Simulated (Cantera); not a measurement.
**Thermal oxidation and active oxidation of silicon: Si + N2O + H2**

Charge: 1 mol Si, 1.2 mol N2O, 470 mol H2, at 0.540 Torr.

Equilibrium computed with Cantera from the NASA thermochemical tables; the gas is ideal and each condensed phase is pure. Candidate condensed phases: H2O, Si, SiO2, Si2N2O, Si3N4; 35 gas species. Mutual solubility and eutectic melting of coexisting phases are not modelled. The tables hold silica as quartz up to 1696 K and as liquid above; real silica turns to tridymite and cristobalite and melts near 1996 K. Kinetics and transport are ignored.

```tsv
T (°C)	log p H2	log p H	log p N2	log p SiO	log p H2O	log p OH	log p O	log p Si	n SiO2(β-quartz)	n Si2N2O(s)
1027	-3.14	-7.53	-5.81	-6.41	-8.41	-14.68	<-15	-12.95	0.381	0.183
1127	-3.14	-6.89	-5.74	-5.90	-7.36	-12.80	<-15	-12.61	0.171	0
1227	-3.15	-6.33	-5.74	-5.82	-6.52	-11.24	-14.49	-12.62	0	0
1327	-3.15	-5.84	-5.74	-5.82	-6.52	-10.62	-13.39	-11.96	0	0
1427	-3.15	-5.41	-5.74	-5.82	-6.52	-10.06	-12.42	-11.37	0	0
1527	-3.15	-5.02	-5.74	-5.82	-6.52	-9.57	-11.55	-10.86	0	0
1627	-3.16	-4.68	-5.74	-5.82	-6.52	-9.13	-10.78	-10.40	0	0
1727	-3.17	-4.37	-5.75	-5.83	-6.53	-8.74	-10.07	-9.99	0	0
1827	-3.20	-4.10	-5.76	-5.84	-6.55	-8.38	-9.44	-9.63	0	0
1927	-3.24	-3.87	-5.78	-5.86	-6.57	-8.06	-8.85	-9.32	0	0
```
log p: log10 of the partial pressure in bar; n: condensed amount in mol.

At 1027 °C the condensed part is SiO2(β-quartz) + Si2N2O(s). At 1127 °C the condensed part is SiO2(β-quartz). From 1227 °C to 1927 °C nothing is condensed. The main Si-bearing gas is SiO throughout.
